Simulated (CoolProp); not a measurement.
R123 along the isobar 5680 kPa: Z from the reference equation and from simpler models built on Tc = 183.7 °C, pc = 3662 kPa, ω = 0.282; each cubic takes its own stable root.

Model: reference Helmholtz-energy equation of state, Younglove 1994, in CoolProp. It is a modified Benedict-Webb-Rubin equation, recast in Helmholtz form.

```
T (°C)          phase  reference
------  -------------  ---------
58.45          liquid     0.2257
71.35          liquid     0.2227
84.35          liquid     0.2203
97.35          liquid     0.2188
110.25         liquid     0.2180
123.25         liquid     0.2182
136.15         liquid     0.2196
149.15         liquid     0.2225
162.05         liquid     0.2276
175.05         liquid     0.2363
187.95  supercritical     0.2516
200.95  supercritical     0.2841
213.85  supercritical     0.3628
226.85  supercritical     0.4727
```

**Question.** How far does each simpler model (van der Waals, Redlich-Kwong, Soave-Redlich-Kwong) lie from the reference over these 14 states: mean and median of the absolute difference, and the worst?

**Answer.** 
- van der Waals: mean 46.9 %, median 54.8 %, worst +60.9 % at 58.45 °C and 5680 kPa
- Redlich-Kwong: mean 14.8 %, median 15.9 %, worst +19.6 % at 175.05 °C and 5680 kPa
- Soave-Redlich-Kwong: mean 13.8 %, median 12.4 %, worst +22.1 % at 200.95 °C and 5680 kPa
